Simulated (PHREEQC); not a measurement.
1 kg of water holding 0.15 mol/kgw K2SO4, 0.0032 mol/kgw NaCl, 0.029 mol/kgw MgSO4 and 0.45 mol/kgw Na2SO4 is evaporated at 60 °C; the solids stay in contact with the brine. No CO2 enters from the air. Only these solids could form: Arcanite, Bischofite, Bloedite, Brucite, Carnallite, Epsomite, Glaserite, Halite, Hexahydrite, Kainite, Kieserite, Leonite, Mirabilite, Misenite, Schoenite, Sylvite, Thenardite, MgCl2_4H2O.

Base run: PHREEQC, Pitzer model, pitzer.dat. Each further column changes one thing. The table gives water activity.

```csv
H2O removed (mol),base,temperature from 60 to 5 °C
0,0.978,0.979
9.886,0.973,0.977
18.01,0.968,0.975
24.69,0.961,0.972
30.18,0.954,0.970
34.69,0.944,0.966
38.4,0.933,0.962
41.44,0.919,0.961
43.95,0.902,0.960
46.01,0.889,0.958
47.7,0.873,0.955
49.09,0.866,0.946
50.23,0.865,0.900
```

Away from 25 °C the constants follow the database's enthalpies or fits; those with neither stay at their 25 °C values.
